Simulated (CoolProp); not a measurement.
Properties of R407C along the isotherm 226.85 °C.

Model: reference Helmholtz-energy equation of state, Lemmon 2003, in CoolProp. It is a pseudo-pure fit of the blend.

| p (MPa) | phase | density (kg/m³) | isothermal compressibility (1/MPa) | Prandtl number | fugacity coefficient |
|---|---|---|---|---|---|
| 0.00732 | gas | 0.1518 | 136.6 | 0.814 | 0.9998 |
| 0.0107 | gas | 0.2219 | 93.48 | 0.814 | 0.9998 |
| 0.0158 | gas | 0.3277 | 63.31 | 0.814 | 0.9996 |
| 0.0232 | gas | 0.4813 | 43.13 | 0.814 | 0.9995 |
| 0.034 | gas | 0.7056 | 29.43 | 0.814 | 0.9992 |
| 0.0499 | gas | 1.036 | 20.06 | 0.814 | 0.9989 |
| 0.0732 | gas | 1.520 | 13.68 | 0.814 | 0.9984 |
| 0.107 | gas | 2.224 | 9.368 | 0.814 | 0.9976 |
| 0.158 | gas | 3.288 | 6.352 | 0.814 | 0.9964 |
| 0.232 | gas | 4.836 | 4.333 | 0.814 | 0.9948 |
| 0.34 | gas | 7.105 | 2.964 | 0.814 | 0.9924 |
| 0.499 | gas | 10.46 | 2.027 | 0.814 | 0.9888 |
| 0.732 | gas | 15.43 | 1.389 | 0.814 | 0.9836 |
| 1.07 | gas | 22.73 | 0.9576 | 0.815 | 0.9762 |
| 1.58 | gas | ___ | ___ | 0.819 | 0.9651 |
| 2.32 | gas | ___ | 0.4543 | 0.829 | ___ |

**Question.** Complete the blanks.

**Answer.** 
- 1.58, density (kg/m³): 33.97
- 1.58, isothermal compressibility (1/MPa): 0.6561
- 2.32, density (kg/m³): 50.74
- 2.32, fugacity coefficient: 0.9492

Viscosity comes from a separate model (Geller 2000). Thermal conductivity comes from a separate model (Geller 2001).
